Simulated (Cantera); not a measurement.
Feed: 1 mol Si2Cl6, 0.12 mol HCl, 37 mol N2, held at 1150 K and 0.0133 bar.

These are equilibrium values from Cantera (NASA tables, ideal gas, pure condensed phases), not measurements of a reactor. Candidate condensed phases: NH4Cl, Si, Si3N4; 28 gas species. The feed counts by its element totals alone. N2 is the only nitrogen source here; it is nearly inert below about 1500 K, so the nitride shown seldom forms there in practice. The tables' values for SiCl3 are old estimates; treat these amounts as uncertain. Kinetics and transport are ignored.

Question: What is the equilibrium state?

Answer: 
| Property | Result |
|---|---|
| x(N2) | 0.957 |
| x(SiCl4) | 0.0386 |
| x(HCl) | 0.00311 |
| x(SiCl3) | 0.000650 |
| x(SiCl2) | 0.000120 |
| x(H2) | 1.03e-5 |
| x(SiHCl3) | 2.60e-6 |
| n(Si3N4(s)) | 0.164 mol |
| gas amount | 38.30 mol |
| log10 activity of Si(s) (absent) | -4.24 |
